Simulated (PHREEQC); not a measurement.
## Spent oxide etchant

Make-up at 25 °C: 0.0022 mol HF, 6.6e-05 mol (NH4)2SiF6, 0.022 mol H3BO3 and 3.3e-05 mol H2SO4 per kg of water. Closed to the air; pH follows from the charge balance.

Computed with PHREEQC (ion-association model, wateq4f.dat).

This is a speciation only: nothing precipitates in the calculation.

### Question
Predict the pH, ionic strength.

### Answer
pH 3.05; ionic strength 0.00109 mol/kgw.

### Question
In which forms is S present?

### Answer
SO4-2 93 %, HSO4- 7.2 % of the S.

SiF6-2 is the database's only silicon fluoride. Real BF4- forms and hydrolyses slowly; the run takes it at equilibrium.
